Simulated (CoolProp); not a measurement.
Saturation properties of hexamethyldisiloxane (MM) (Tc = 245.6 °C, pc = 19.31 bar, ω = 0.418).

Model: reference Helmholtz-energy equation of state, Thol 2016, in CoolProp.

```csv
T (°C),p (bar),liquid density (kg/m³),vapour density (kg/m³),liquid cp (kJ/(kg K))
48.05,0.1618,734.8,1.001,1.961
58.15,0.2437,723.8,1.471,1.990
68.35,0.3575,712.4,2.108,2.019
78.45,0.5085,700.9,2.939,2.049
88.55,0.7062,689.1,4.010,2.079
98.75,0.9626,677.0,5.384,2.110
108.85,1.283,664.6,7.089,2.142
119.05,1.684,651.7,9.221,2.175
129.15,2.170,638.5,11.81,2.209
139.25,2.756,624.8,14.98,2.245
149.45,3.463,610.3,18.86,2.283
159.55,4.291,595.3,23.52,2.325
169.75,5.272,579.1,29.23,2.371
179.85,6.403,562.0,36.14,2.423
```

It boils at 100.5 °C under 1 atm.
